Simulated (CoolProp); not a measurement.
R113 along the isotherm 226.85 °C: density (kg/m³) from the reference equation and from simpler models built on Tc = 214.1 °C, pc = 3.392 MPa, ω = 0.253; each cubic takes its own stable root.

Model: reference Helmholtz-energy equation of state, Marx 1992, in CoolProp.

| p (MPa) | phase | reference | Redlich-Kwong | Soave-Redlich-Kwong |
|---|---|---|---|---|
| 0.391 | gas | 18.29 | 18.31 | 18.30 |
| 0.783 | gas | 38.15 | 38.22 | 38.17 |
| 1.17 | gas | 59.60 | 59.75 | 59.64 |
| 1.57 | gas | 84.22 | 84.51 | 84.26 |
| 1.96 | gas | 111.4 | 111.9 | 111.4 |
| 2.35 | gas | 143.0 | 143.6 | 142.7 |
| 2.74 | gas | 181.2 | 182.1 | 180.3 |
| 3.13 | gas | 230.5 | 232.1 | 228.2 |
| 3.52 | supercritical | 303.8 | 308.0 | 297.2 |
| 3.91 | supercritical | 460.9 | 485.7 | 431.2 |
| 4.31 | supercritical | 716.7 | 629.3 | 593.1 |
| 4.7 | supercritical | 806.8 | 691.6 | 666.1 |
| 5.09 | supercritical | 854.6 | 733.7 | 713.0 |
